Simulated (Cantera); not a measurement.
Input (Python, Cantera) and output of one run.

```python
import numpy as np
import cantera as ct

gas_names = """
    F F2 N NF NF2 NF3 N2 Si SiF SiF2 SiF3 SiF4 SiN Si2 Si2N Si3
""".split()
cond_names = """
    Si(cr) Si(L) Si3N4(a)
""".split()


# ... load() reads the species with a 1 bar reference pressure and builds the phases ...
atoms = {
    'Si3N4': {'Si': 3, 'N': 4},
    'NF3': {'N': 1, 'F': 3},
}
top_T = {'Si3N4(a)': 2400}  # K; cautious upper limits of use, not melting points


# ... equilibrate(T, P, feed) seeds the gas with the atoms and calls Mixture.equilibrate('TP', solver="vcs", rtol=1e-11, max_steps=5000) ...
results = []
feed = {'Si3N4': 1, 'NF3': 11}  # mol
T = 1548  # K
P = 280  # Pa
mix = equilibrate(T, P, feed)
results.append((T, P, feed, dict(zip(mix.species_names, mix.species_moles))))
print(gas.report(threshold=1e-06))
for i in range(1, mix.n_phases):
    print(f"{mix.phase(i).name:16s} {mix.phase_moles(i):12.5e} mol")
```

Result:

```
       temperature   1548 K
          pressure   280 Pa
           density   0.00063635 kg/m^3
  mean mol. weight   29.251 kg/kmol
   phase of matter   gas

                          1 kg             1 kmol
                     ---------------   ---------------
          enthalpy       -2.1117e+06        -6.177e+07  J
   internal energy       -2.5517e+06       -7.4641e+07  J
           entropy            9747.1        2.8511e+05  J/K
    Gibbs function         -1.72e+07       -5.0313e+08  J
 heat capacity c_p            1106.7             32372  J/K
 heat capacity c_v            822.43             24057  J/K

                      mass frac. Y      mole frac. X     chem. pot. / RT
                     ---------------   ---------------   ---------------
                 F            0.4329           0.66652           -21.431
                F2        0.00014348        0.00011045           -42.863
                N2           0.22805           0.23812           -33.423
              SiF4           0.33891          0.095249           -176.83
     [  +12 minor]        1.6079e-09         1.068e-09

Si(cr)            0.00000e+00 mol
Si3N4(a)          0.00000e+00 mol
```

Cantera equilibrium calculation (NASA polynomials, part measured and part estimated; ideal gas, pure solids and liquids).
